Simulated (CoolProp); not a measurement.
Saturated liquid density (kg/m³) of n-perfluoropentane: the reference equation beside estimates from Tc = 421.0 K, pc = 2063 kPa, ω = 0.436.

Model: reference Helmholtz-energy equation of state, Gao 2022, in CoolProp.

```tsv
T (K)	reference	Redlich-Kwong	Peng-Robinson
327.9	1500	1275	1564
332.8	1481	1254	1540
337.8	1462	1232	1515
342.7	1442	___	1489
347.7	1421	1185	1461
352.6	___	1161	1432
357.6	1376	1135	1402
362.5	1353	1109	1370
367.5	1328	1081	1335
372.4	1302	___	___
```

Problem. Fill in the missing entries.

Solution. 
- 342.7, Redlich-Kwong: 1209
- 352.6, reference: 1399
- 372.4, Redlich-Kwong: 1052
- 372.4, Peng-Robinson: 1299

Absolute difference from the reference over all 10 rows, mean and median: Redlich-Kwong 16.9 and 16.8 %, Peng-Robinson 2.4 and 2.6 %.
